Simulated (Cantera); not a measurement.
## Boron, boron nitride and boron oxide: B2O3 + N2

Charge: 1 mol B2O3, 7.7 mol N2, held at 49.0 Pa.

These are equilibrium values from Cantera (NASA tables, ideal gas, pure condensed phases), not measurements of a reactor. Candidate condensed phases: B, BN, B2O3; 17 gas species. Kinetics and transport are ignored.

```tsv
T (K)	log p N2	log p B2O3	log p BO2	log p BO	log p B2O2	n B2O3(l)
850	-3.31	-15.17	<-15	<-15	<-15	1.00
950	-3.31	-12.57	<-15	<-15	<-15	1.00
1050	-3.31	-10.49	-15.04	-15.03	<-15	1.000
1150	-3.31	-8.78	-12.91	-13.07	-13.85	1.000
1250	-3.31	-7.36	-11.22	-11.34	-12.02	0.999
1350	-3.31	-6.15	-9.75	-9.90	-10.53	0.989
1450	-3.32	-5.12	-8.49	-8.67	-9.25	0.880
1550	-3.36	-4.25	-7.41	-7.60	-8.15	0
```
log p: log10 of the partial pressure in bar; n: condensed amount in mol.

From 850 K to 1450 K the condensed part is B2O3(l). At 1550 K nothing is condensed.
